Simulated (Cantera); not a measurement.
A closed system holds: 1 mol SiCl4, 0.052 mol HCl, 140 mol H2, equilibrated at 2475 K and 0.0100 bar.

These are equilibrium values from Cantera (NASA tables, ideal gas, pure condensed phases), not measurements of a reactor. Candidate condensed phases: Si; 19 gas species. The tables' values for SiCl are old estimates; treat these amounts as uncertain. Gases not in the tables: Si2H6 and higher silanes. The numbers say what is thermodynamically allowed, not how fast it happens.

Base state: H2 0.771, H 0.198, HCl 0.0215, Si 0.00604, Cl 0.00390, SiH 0.000146, SiCl 6.88e-5, SiCl2 1.38e-5 (mole fractions); condensed: gas only.

**Question.** What changes in the equilibrium state with this change: H2 from 140 to 7.5 mol?

**Answer.** 
| species | before | after |
|---|---|---|
| H2 | 0.771 | 0.463 |
| HCl | 0.0215 | 0.240 |
| H | 0.198 | 0.153 |
| Cl | 0.00390 | 0.0563 |
| SiCl2 | 1.38e-5 | 0.0251 |
| Si | 0.00604 | 0.0525 |
| SiCl3 | 2.05e-9 | 5.35e-5 |
| SiCl | 6.88e-5 | 0.00863 |
| Si2 | 2.39e-6 | 0.000181 |
| SiH | 0.000146 | 0.000982 |
The tables' values for SiCl, SiCl3 are old estimates; treat these amounts as uncertain.
